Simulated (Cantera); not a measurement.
An adiabatic, constant-pressure homogeneous reactor starts with CH₄ : O₂ : N₂ = 1 : 1.67 : 6.27 (molar parts), at 1575 K and 9.87 atm.

Detailed kinetics in Cantera: GRI-Mech 3.0 (53 species, 325 reactions).

### Question
Predict: time of steepest temperature rise; temperature at 0.300 s; equilibrium temperature; x(O₂) at 0.300 s; x(O) at 0.300 s; x(NO₂) at 0.300 s.

### Answer
```
Quantity                                                             Value
---------------------------------  ---------------------------------------
time of steepest temperature rise                                 0.102 ms
temperature at 0.300 s                                              2949 K
equilibrium temperature                                             2949 K
x(O₂) at 0.300 s                   0.00455 (gas-phase equilibrium 0.00455)
x(O) at 0.300 s                    0.00203 (gas-phase equilibrium 0.00203)
x(NO₂) at 0.300 s                  1.69e-6 (gas-phase equilibrium 1.69e-6)
```
